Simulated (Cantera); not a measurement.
# Diamond growth

A diamond (100) surface in a fixed gas of H2 with x(CH4) = 0.0036, x(H) = 0.001, x(CH3) = 4.7e-05, 7.50 Torr; coverages are run to steady state.

Cantera simulation using the Harris–Goodwin 1993 mechanism for the reconstructed diamond (100) surface; the numbers are that mechanism's predictions, not measurements.

```json
[
 {"T (K)": "950", "growth (µm/h)": "0.148", "θ c6HH": "0.625", "θ c6H*": "0.0136", "θ c6*H": "0.324", "θ c6**": "0.00612", "θ c6HM": "0.0239"},
 {"T (K)": "1025", "growth (µm/h)": "0.101", "θ c6HH": "0.573", "θ c6H*": "0.0202", "θ c6*H": "0.385", "θ c6**": "0.0103", "θ c6HM": "0.00803"},
 {"T (K)": "1100", "growth (µm/h)": "0.0455", "θ c6HH": "0.521", "θ c6H*": "0.0273", "θ c6*H": "0.433", "θ c6**": "0.0155", "θ c6HM": "0.00156"},
 {"T (K)": "1175", "growth (µm/h)": "0.0315", "θ c6HH": "0.476", "θ c6H*": "0.0347", "θ c6*H": "0.467", "θ c6**": "0.0209", "θ c6HM": "0.000276"},
 {"T (K)": "1250", "growth (µm/h)": "0.0313", "θ c6HH": "0.442", "θ c6H*": "0.0420", "θ c6*H": "0.489", "θ c6**": "0.0259", "θ c6HM": "5.12e-5"},
 {"T (K)": "1325", "growth (µm/h)": "0.0212", "θ c6HH": "0.420", "θ c6H*": "0.0489", "θ c6*H": "0.501", "θ c6**": "0.0299", "θ c6HM": "9.77e-6"},
 {"T (K)": "1400", "growth (µm/h)": "0.00770", "θ c6HH": "0.407", "θ c6H*": "0.0552", "θ c6*H": "0.505", "θ c6**": "0.0328", "θ c6HM": "2.17e-6"}
]
```
θ: site fractions in the mechanism's names (c6HH fully hydrogenated, c6H* and c6*H radical sites, c6** diradical, c6HM methylated).
